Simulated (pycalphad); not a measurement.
An equivalent pycalphad script:

```python
from pycalphad import Database, equilibrium, calculate, variables as v
import numpy as np
db = Database('COST507.tdb')
comps = ['FE', 'SI', 'VA']
phases = ['BCC_B2', 'DIAMOND_A4', 'FCC_A1', 'FE2SI', 'FE5SI3', 'FESI', 'FESI2_H', 'FESI2_L', 'LIQUID']
eq = equilibrium(db, comps, phases, {v.X('SI'): 0.649, v.T: np.arange(2250, 499, -40), v.P: 101325, v.N: 1}, output=['HM', 'SM'])
```

Source of the numbers: pycalphad with the COST 507 light-alloy database (1999); pressure 1 atm. The data set is of 1999 and partly superseded. Phase fractions are per mole of atoms. Kinetics are ignored, which matters at the lower temperatures.

Results at three of the temperatures:

```
T = 1370.00 K, P = 101325 Pa, N = 1 mol of atoms
G = -80704 J/mol, H = 8377 J/mol, S = 65.02 J/(mol K)  (SER reference)
chemical potentials (J/mol): Fe -134145, Si -51802
phase             fraction      x(Fe)      x(Si)
FESI2_H             0.7450     0.3000     0.7000
FESI                0.2550     0.5000     0.5000
```

```
T = 1170.00 K, P = 101325 Pa, N = 1 mol of atoms
G = -68533 J/mol, H = -2082 J/mol, S = 56.80 J/(mol K)  (SER reference)
chemical potentials (J/mol): Fe -119148, Si -41159
phase             fraction      x(Fe)      x(Si)
FESI2_L             0.8940     0.3333     0.6667
FESI                0.1060     0.5000     0.5000
```

```
T = 970.00 K, P = 101325 Pa, N = 1 mol of atoms
G = -57703 J/mol, H = -7870 J/mol, S = 51.37 J/(mol K)  (SER reference)
chemical potentials (J/mol): Fe -104226, Si -32542
phase             fraction      x(Fe)      x(Si)
FESI2_L             0.8940     0.3333     0.6667
FESI                0.1060     0.5000     0.5000
```

Changes of the phase set, refined by bisection:

```csv
T (°C),phases above,phases below
1250.7,LIQUID,FESI + LIQUID
1204.1,FESI + LIQUID,FESI + FESI2_H
1002.5,FESI + FESI2_H,FESI + FESI2_L
```

Database names, with the compositions (at.%) that they take in these runs: FESI: Fe 50 Si 50; FESI2_H: Si 70 Fe 30; FESI2_L: Si 67 Fe 33.
